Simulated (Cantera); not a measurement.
A Cantera script and its output.

```python
import numpy as np
import cantera as ct

gas = ct.Solution("gri30.yaml")
gas.TPX = 2048, 2666, {'NO': 1, 'N2': 2}
reactor = ct.IdealGasConstPressureReactor(gas, energy="off", clone=False)
net = ct.ReactorNet([reactor])
net.rtol, net.atol = 1e-08, 1e-18
show = ['NO', 'N2O', 'N2', 'O2', 'O', 'NO2']
times = np.geomspace(0.0002, 70, 12)

steps = ct.SolutionArray(gas, extra=["t"])
rows = []
print(f"{'t/s':>10s}{'T/K':>9s}{'P/Pa':>11s}" + "".join(f"{s:>11s}" for s in show))
for t in times:
    while net.time < t:
        t_next = net.step()
        steps.append(gas.state, t=t_next)
    rows.append([np.interp(t, steps.t, y) for y in (steps.T, steps.P, *steps(*show).X.T)])
    print(f"{t:10.3e}{rows[-1][0]:9.1f}{rows[-1][1]:11.4g}" + "".join(f"{x:11.3e}" for x in rows[-1][2:]))
rate = np.gradient(steps.T, steps.t)
print("integrator steps:", len(steps.t))
if steps.T.max() > steps.T[0] + 200:
    print(f"time of steepest temperature rise: {steps.t[rate.argmax()]:.4e} s")
gas.TPX = 2048, 2666, {'NO': 1, 'N2': 2}
gas.equilibrate("TP")
print(f"equilibrium (TP): T = {gas.T:.1f} K  " + "  ".join(f"{s} {gas[s].X[0]:.3e}" for s in show))
```

Output:

```
       t/s      T/K       P/Pa         NO        N2O         N2         O2          O        NO2
 2.000e-04   2048.0       2666  3.333e-01  9.586e-07  6.667e-01  1.643e-09  9.742e-07  1.740e-09
 6.383e-04   2048.0       2666  3.333e-01  3.000e-06  6.667e-01  1.693e-08  3.158e-06  1.650e-08
 2.037e-03   2048.0       2666  3.333e-01  9.000e-06  6.667e-01  1.788e-07  1.056e-05  1.369e-07
 6.502e-03   2048.0       2666  3.333e-01  2.375e-05  6.667e-01  2.041e-06  3.808e-05  8.588e-07
 2.075e-02   2048.0       2666  3.331e-01  4.437e-05  6.667e-01  2.656e-05  1.451e-04  3.736e-06
 6.623e-02   2048.0       2666  3.321e-01  4.738e-05  6.671e-01  3.227e-04  4.155e-04  9.246e-06
 2.114e-01   2048.0       2666  3.282e-01  4.321e-05  6.690e-01  2.188e-03  6.131e-04  1.305e-05
 6.746e-01   2048.0       2666  3.138e-01  3.756e-05  6.761e-01  9.280e-03  7.955e-04  1.845e-05
 2.153e+00   2048.0       2666  2.609e-01  2.325e-05  7.023e-01  3.544e-02  1.235e-03  2.755e-05
 6.872e+00   2048.0       2666  1.171e-01  4.021e-06  7.740e-01  1.069e-01  1.967e-03  2.158e-05
 2.193e+01   2048.0       2666  1.578e-02  1.233e-07  8.245e-01  1.574e-01  2.346e-03  3.549e-06
 7.000e+01   2048.0       2666  7.881e-03  7.383e-08  8.284e-01  1.613e-01  2.373e-03  1.796e-06
integrator steps: 896
equilibrium (TP): T = 2048.0 K  NO 7.861e-03  N2O 7.375e-08  N2 8.284e-01  O2 1.614e-01  O 2.373e-03  NO2 1.791e-06
```

Model: GRI-Mech 3.0 (53 species, 325 reactions), integrated in Cantera. Radical loss at walls, strong at low pressure, is not modelled.
